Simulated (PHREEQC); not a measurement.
Solution (25 °C): 16 mmol/kgw CuCl2 and 13 mmol/kgw HBF4. Closed to the air; pH follows from the charge balance.

The numbers come from PHREEQC with the ion-association model, phreeqc.dat.

| quantity | before | after |
|---|---|---|
| pH | 1.99 | 1.97 |
| ionic strength (mol/kgw) | 0.0588 | 0.0119 |
| BF4- (mol/kgw) | 0.0108 | 0.0107 |
| HF (mol/kgw) | 0.00622 | 0.00650 |
| H3BO3 (mol/kgw) | 0.00148 | 0.00153 |
| BF3OH- (mol/kgw) | 0.000627 | 0.000607 |

Task: Which change was made?
(A) HBF4 from 0.013 to 0.026 mol/kgw
(B) temperature from 25 to 65 °C
(C) CuCl2 left out
(D) CuCl2 from 0.016 to 0.032 mol/kgw
(E) HBF4 from 0.013 to 0.0117 mol/kgw

Result: C, CuCl2 left out

Precipitation was switched off in this run. Real BF4- forms and hydrolyses slowly; the run takes it at equilibrium.
